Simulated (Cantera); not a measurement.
Cantera run, input and output.

```python
import numpy as np
import cantera as ct

gas = ct.Solution("h2o2.yaml")
gas.TPX = 575, 770000, {'H2': 1, 'O2': 0.417, 'N2': 1.57, 'H2O': 0.24}
flame = ct.FreeFlame(gas, width=0.0096)
flame.set_refine_criteria(ratio=3, slope=0.08, curve=0.16)
flame.transport_model = "mixture-averaged"
flame.solve(loglevel=0, auto=True)
z, T = flame.grid, flame.T
thick = (T[-1] - T[0]) / np.gradient(T, z).max()
show = ['H2', 'O2', 'H2O', 'O', 'H', 'HO2']
print(f"laminar burning velocity  {flame.velocity[0] * 100:.3f} cm/s")
print(f"burnt temperature         {T[-1]:.1f} K")
print(f"thermal thickness         {thick * 1e3:.4f} mm")
print(f"grid points               {len(z)}")
z0 = z[flame.heat_release_rate.argmax()]
print(f"{'z/mm':>9s}{'T/K':>9s}{'u/(m/s)':>9s}" + "".join(f"{s:>11s}" for s in show))
rows = []
for k in (-3, -2, -1.5, -1, -0.5, -0.25, 0, 0.25, 0.5, 1, 2, 4, 8):
    zz = z0 + k * thick
    rows.append([k * thick, np.interp(zz, z, T), np.interp(zz, z, flame.velocity),
                 *(np.interp(zz, z, flame.X[gas.species_index(s)]) for s in show)])
    print(f"{rows[-1][0] * 1e3:9.3f}{rows[-1][1]:9.1f}{rows[-1][2]:9.3f}" + "".join(f"{x:11.3e}" for x in rows[-1][3:]))
```

It prints:

```
laminar burning velocity  528.979 cm/s
burnt temperature         2432.6 K
thermal thickness         0.0325 mm
grid points               112
     z/mm      T/K  u/(m/s)         H2         O2        H2O          O          H        HO2
   -0.097    575.0    5.290  3.099e-01  1.292e-01  7.438e-02  2.084e-12  1.818e-14  3.523e-10
   -0.065    575.1    5.288  3.096e-01  1.293e-01  7.441e-02  3.407e-10  2.997e-12  3.081e-08
   -0.049    575.3    5.286  3.089e-01  1.294e-01  7.450e-02  3.636e-09  3.259e-11  2.875e-07
   -0.032    578.0    5.288  3.055e-01  1.300e-01  7.499e-02  7.815e-08  1.051e-09  6.244e-06
   -0.016    650.0    5.770  2.800e-01  1.325e-01  8.222e-02  7.680e-06  1.597e-05  5.806e-04
   -0.008    949.5    8.128  2.342e-01  1.231e-01  1.174e-01  2.129e-04  1.422e-03  1.403e-03
    0.000   1396.4   11.656  1.692e-01  9.064e-02  1.924e-01  1.602e-03  9.771e-03  6.571e-04
    0.008   1713.7   14.159  1.134e-01  5.129e-02  2.665e-01  3.190e-03  1.975e-02  2.887e-04
    0.016   1893.7   15.568  8.339e-02  2.695e-02  3.095e-01  3.589e-03  2.341e-02  1.296e-04
    0.032   2066.1   16.873  6.609e-02  1.107e-02  3.392e-01  3.064e-03  2.044e-02  4.467e-05
    0.065   2206.8   17.885  6.066e-02  5.434e-03  3.550e-01  1.819e-03  1.363e-02  1.849e-05
    0.130   2308.2   18.583  5.739e-02  2.760e-03  3.663e-01  8.518e-04  8.225e-03  7.672e-06
    0.260   2371.3   19.004  5.495e-02  1.241e-03  3.742e-01  3.584e-04  4.897e-03  2.742e-06
```

Computed with Cantera and the H2/O2 subset of GRI-Mech 3.0, which has no nitrogen chemistry. The hydrogen kinetics of GRI-Mech 3.0 are dated; newer H2 mechanisms differ, most at raised pressure. Burning velocities carry a grid error of a few per cent, more on coarse grids.
